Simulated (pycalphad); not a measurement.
Effect of Si content in Al-Si

Source of the numbers: pycalphad with the COST 507 light-alloy database (1999); pressure 1 atm. The data set is of 1999 and partly superseded. Phase fractions are per mole of atoms.

```
alloy              liquidus (K)  first solid  solidus (K)              phases at 525 K
-----------------  ------------  -----------  -----------  ---------------------------
Al-2.02Si (at.%)            921          fcc          850  fcc 0.98, diamond (Si) 0.02
Al-4.03Si (at.%)            908          fcc          850  fcc 0.96, diamond (Si) 0.04
Al-8.06Si (at.%)            880          fcc          850  fcc 0.92, diamond (Si) 0.08
Al-16.12Si (at.%)    (withheld)   (withheld)          850                   (withheld)
```

### Question
What belongs in the gaps?

### Answer

- Al-16.12Si (at.%), liquidus (K): 914
- Al-16.12Si (at.%), first solid: diamond (Si)
- Al-16.12Si (at.%), phases at 525 K: fcc 0.84, diamond (Si) 0.16
